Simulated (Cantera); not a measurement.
A freely propagating, adiabatic, planar premixed flame of CH4 : O2 : N2 = 1 : 2.6 : 9.77 (molar parts), equivalence ratio 0.77, unburnt at 473 K and 100.0 Torr; mixture-averaged transport, grid criteria slope 0.08 and curve 0.16, no radiation.

Model: GRI-Mech 3.0 (53 species, 325 reactions), integrated in Cantera. Burning velocities carry a grid error of a few per cent, more on coarse grids.

Problem. What does this change do: inlet temperature 473 to 373 K?

Solution. 
| quantity | before | after |
|---|---|---|
| laminar burning velocity | 103 cm/s | 68.0 cm/s |
| thermal thickness | 2.34 mm | 2.54 mm |
| peak x(HCN) | 5.38e-7 | 4.25e-7 |

Problem. What does this change do: inlet temperature 473 to 498 K?

Solution. 
| quantity | before | after |
|---|---|---|
| laminar burning velocity | 103 cm/s | 113 cm/s |
| thermal thickness | 2.34 mm | 2.29 mm |
| peak x(HCN) | 5.38e-7 | 5.70e-7 |
